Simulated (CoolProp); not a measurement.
Saturation properties of CHF3 (R23) (Tc = 26.1 °C, pc = 4.832 MPa, ω = 0.263).

Values from CoolProp's reference Helmholtz-energy equation of state, Penoncello 2003.

```tsv
T (°C)	p (MPa)	liquid density (kg/m³)	vapour density (kg/m³)
-116.45	0.008223	1571	0.4459
-99.75	0.03215	1511	1.594
-83.05	0.09542	1450	4.408
-66.35	0.2319	1384	10.18
-49.65	0.4858	1314	20.72
-33.05	0.9071	1236	38.57
-16.35	1.561	1145	68.47
0.35	2.518	1032	120.1
17.05	3.871	863.0	227.2
```

It boils at -82.0 °C under 1 atm.
